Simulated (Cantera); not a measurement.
A freely propagating, adiabatic, planar premixed flame of 9.57 % CO, 12.4 % H₂, 5.74 % CH₄, 16.1 % O₂, 56.2 % N₂, equivalence ratio 1.4, unburnt at 525 K and 500000 Pa; mixture-averaged transport, grid criteria slope 0.08 and curve 0.16, no radiation.

Cantera simulation using GRI-Mech 3.0 (53 species, 325 reactions); the numbers are that mechanism's predictions, not measurements. Burning velocities carry a grid error of a few per cent, more on coarse grids.

x: mole fraction of selected species; z is measured from the peak of heat release.

```csv
z (mm),T (K),u (m/s),x CO,x H₂,x CH₄,x O,x H,x CH₃
-0.180,525,1.54,0.0958,0.124,0.0575,<1e-8,<1e-8,<1e-8
-0.120,527,1.54,0.0961,0.121,0.0576,<1e-8,<1e-8,<1e-8
-0.0899,533,1.55,0.0965,0.117,0.0578,<1e-8,<1e-8,5.57e-8
-0.0599,583,1.68,0.0975,0.107,0.0572,___,7.86e-8,1.22e-6
-0.0300,973,2.78,0.102,0.0854,0.0462,___,0.000183,0.000187
-0.0150,1411,4.04,0.108,0.0727,0.0293,___,0.00137,0.00127
0,1825,5.24,0.115,0.0600,0.0101,___,0.00505,0.00227
0.0150,2046,5.87,0.113,0.0493,0.00168,___,0.00970,0.000885
0.0300,2131,6.09,0.105,0.0438,0.000187,___,0.0122,0.000144
0.0599,2203,6.25,0.0944,0.0426,2.35e-6,___,0.0121,2.38e-6
0.120,2271,6.41,0.0893,0.0435,<1e-8,___,0.00942,<1e-8
0.240,2329,6.55,0.0886,0.0434,<1e-8,___,0.00623,<1e-8
0.479,2370,6.65,0.0887,0.0432,<1e-8,___,0.00377,<1e-8
```

Some entries are withheld; supply them.


- -0.0599, x O: 1.58e-7
- -0.0300, x O: 2.76e-5
- -0.0150, x O: 0.000238
- 0, x O: 0.000859
- 0.0150, x O: 0.00158
- 0.0300, x O: 0.00187
- 0.0599, x O: 0.00159
- 0.120, x O: 0.000971
- 0.240, x O: 0.000465
- 0.479, x O: 0.000184
